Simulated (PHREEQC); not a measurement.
Solution (25 °C): 0.53 mol Na2SO4, 0.043 mol Na2B4O7 and 0.33 mol KBr per kg of water. Closed to the air; pH follows from the charge balance.

All values are PHREEQC results (Pitzer model, pitzer.dat), not measurements.

* **pH**: 9.02
* **ionic strength**: 2.02 mol/kgw
* **activity of water**: 0.968
* **density**: 1.096 g/cm³
* **osmotic coefficient**: 0.738
* **total alkalinity**: 86.0 meq/kg

| species | molality | activity | log γ |
|---|---|---|---|
| Na+ | 1.15 | 0.586 | -0.291 |
| SO4-2 | 0.530 | 0.0276 | -1.283 |
| Br- | 0.330 | 0.193 | -0.233 |
| K+ | 0.330 | 0.155 | -0.328 |
| B(OH)4- | 0.0587 | 0.0225 | -0.416 |
| B(OH)3 | 0.0505 | 0.0385 | -0.118 |
| B4O5(OH)4-2 | 0.00947 | 0.000196 | -1.685 |
| B3O3(OH)4- | 0.00829 | 0.00189 | -0.642 |
| OH- | 1.84e-5 | 1.03e-5 | -0.253 |
| HSO4- | 4.88e-9 | 2.51e-9 | -0.288 |
| H+ | 1.78e-9 | 9.54e-10 | -0.270 |

This is a speciation only: nothing precipitates in the calculation. In brines, pH and single-ion activities rest on the MacInnes convention.
